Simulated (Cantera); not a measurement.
Chemical vapour transport: MgO + I₂ + H₂ + HI

Feed: 1 mol MgO, 0.31 mol I₂, 0.35 mol H₂, 0.062 mol HI, equilibrated at 60.8 Torr.

Method: chemical equilibrium by Gibbs-energy minimisation in Cantera with the NASA 1993 tables (ideal gas, pure condensed phases). Candidate condensed phases: H₂O, I₂, Mg, MgI₂, MgO, Mg(OH)₂; 20 gas species. Rates play no part.

From 800 K to 1625 K the condensed part is MgO(s). The main Mg-bearing gas is MgI₂ throughout. The share of Mg in condensed phases is highest at 800 K (100.0 %) and lowest at 1625 K (97.8 %).

| T (K) | x HI | x I | x H₂ | x I₂ | x H₂O | x MgI₂ | n MgO(s) |
|---|---|---|---|---|---|---|---|
| 800 | 0.756 | 0.00581 | 0.148 | 0.0896 | 0.000581 | 0.000581 | 1.000 |
| 875 | 0.731 | 0.0159 | 0.157 | 0.0936 | 0.00140 | 0.00140 | 0.999 |
| 950 | 0.699 | 0.0366 | 0.166 | 0.0932 | 0.00287 | 0.00287 | 0.998 |
| 1025 | 0.654 | 0.0721 | 0.176 | 0.0870 | 0.00512 | 0.00512 | 0.996 |
| 1100 | 0.596 | 0.124 | 0.189 | 0.0751 | 0.00811 | 0.00811 | 0.994 |
| 1175 | 0.524 | 0.189 | 0.204 | 0.0594 | 0.0115 | 0.0115 | 0.991 |
| 1250 | 0.446 | 0.259 | 0.221 | 0.0432 | 0.0149 | 0.0149 | 0.988 |
| 1325 | 0.369 | 0.327 | 0.239 | 0.0295 | 0.0178 | 0.0178 | 0.985 |
| 1400 | 0.299 | 0.385 | 0.257 | 0.0193 | 0.0200 | 0.0200 | 0.982 |
| 1475 | 0.239 | 0.433 | 0.272 | 0.0124 | 0.0214 | 0.0214 | 0.980 |
| 1550 | 0.191 | 0.471 | 0.286 | 0.00794 | 0.0222 | 0.0221 | 0.979 |
| 1625 | 0.152 | 0.501 | 0.297 | 0.00514 | 0.0225 | 0.0223 | 0.978 |
x: gas mole fraction; n: condensed amount in mol.
